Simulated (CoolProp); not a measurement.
Nitrous oxide along the isobar 10.8 MPa: density (kg/m³) from the reference equation and from simpler models built on Tc = 309.5 K, pc = 7.245 MPa, ω = 0.161; each cubic takes its own stable root.

Values from CoolProp's reference Helmholtz-energy equation of state, Lemmon 2006. It is a short technical equation, of lower accuracy than the large ones.

| T (K) | phase | reference |
|---|---|---|
| 243.6 | liquid | 1066 |
| 260.8 | liquid | 1004 |
| 278 | liquid | 933.9 |
| 295.2 | liquid | 848.3 |
| 312.4 | supercritical | 727.9 |
| 329.6 | supercritical | 483.6 |
| 346.8 | supercritical | 302.1 |
| 364 | supercritical | 241.0 |
| 381.2 | supercritical | 208.0 |
| 398.3 | supercritical | 186.1 |
| 415.5 | supercritical | 169.8 |
| 432.7 | supercritical | 157.1 |
| 449.9 | supercritical | 146.7 |

### Question
How far does each simpler model (Redlich-Kwong, Soave-Redlich-Kwong) lie from the reference over these 13 states: mean and median of the absolute difference, and the worst?

### Answer
- Redlich-Kwong: mean 5.9 %, median 1.9 %, worst -14.6 % at 312.4 K and 10.8 MPa
- Soave-Redlich-Kwong: mean 6.8 %, median 5.6 %, worst -15.1 % at 312.4 K and 10.8 MPa
